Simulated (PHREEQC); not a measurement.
Solution (25 °C): 2.4 mmol/kgw HF and 2.6 mmol/kgw (CH3)4NF. It is in equilibrium with CO2 at log p = -3.4 (atm). Otherwise closed; pH follows from the charge balance.

Model: ion-association model, phreeqc.dat, run in PHREEQC.

| quantity | before | after |
|---|---|---|
| pH | 3.35 | 3.47 |
| ionic strength (mol/kgw) | 0.00307 | 0.00296 |
| F- (mol/kgw) | 0.00305 | 0.00293 |
| HF (mol/kgw) | 0.00191 | 0.00202 |
| HF2- (mol/kgw) | 2.23e-5 | 2.53e-5 |
| HCO3- (mol/kgw) | 1.44e-8 | 1.38e-8 |

**Question.** What was changed between the two runs?
A. temperature from 25 to 45 °C
B. 0.0042 mol/kgw H3PO4 added
C. diluted 5-fold with water
D. (CH3)4NF from 0.0026 to 0.00234 mol/kgw
E. HF from 0.0024 to 0.024 mol/kgw

**Answer.** A, temperature from 25 to 45 °C

This is a speciation only: nothing precipitates in the calculation. (CH3)4N+ isn't in the database: it is added as a free cation with an ion size of 4 Å. At this temperature some constants are extrapolated from 25 °C, and those without enthalpy data are left unchanged.
